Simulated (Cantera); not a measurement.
An isothermal, constant-pressure homogeneous reactor starts with CH4 : H2 : H = 0.0082 : 1 : 0.08 (molar parts), at 1425 K and 0.0267 bar. Integrator tolerance rtol = 1e-08.

Model: GRI-Mech 3.0 (53 species, 325 reactions), integrated in Cantera. GRI-Mech 3.0 stops at C3 and has no aromatics, soot or wall deposition, so with more carbon than oxygen in the feed, carbon stays in small species such as C2H2 where larger ones or solid carbon would form. Radical loss at walls, strong at low pressure, is not modelled.

Q: What does this change do: temperature 1425 to 2525 K?

A: 
```json
[
 {"quantity": "x(CH4) at 100 s", "before": "0.00120 (gas-phase equilibrium 0.00264)", "after": "1.57e-6 (gas-phase equilibrium 1.59e-6)"},
 {"quantity": "x(H2) at 100 s", "before": "0.995 (gas-phase equilibrium 0.995)", "after": "0.838 (gas-phase equilibrium 0.838)"},
 {"quantity": "x(H) at 100 s", "before": "4.32e-5 (gas-phase equilibrium 4.20e-5)", "after": "0.158 (gas-phase equilibrium 0.158)"},
 {"quantity": "x(CH2) at 100 s", "before": "3.40e-11 (gas-phase equilibrium 7.05e-11)", "after": "1.63e-6 (gas-phase equilibrium 1.65e-6)"},
 {"quantity": "x(C2H4) at 100 s", "before": "5.31e-5 (gas-phase equilibrium 4.16e-5)", "after": "5.21e-8 (gas-phase equilibrium 5.21e-8)"},
 {"quantity": "x(C2H2) at 100 s", "before": "0.00323 (gas-phase equilibrium 0.00253)", "after": "0.00352 (gas-phase equilibrium 0.00352)"},
 {"quantity": "x(C2H6) at 100 s", "before": "1.47e-8 (gas-phase equilibrium 1.74e-8)", "after": "<1e-12 (gas-phase equilibrium <1e-12)"}
]
```
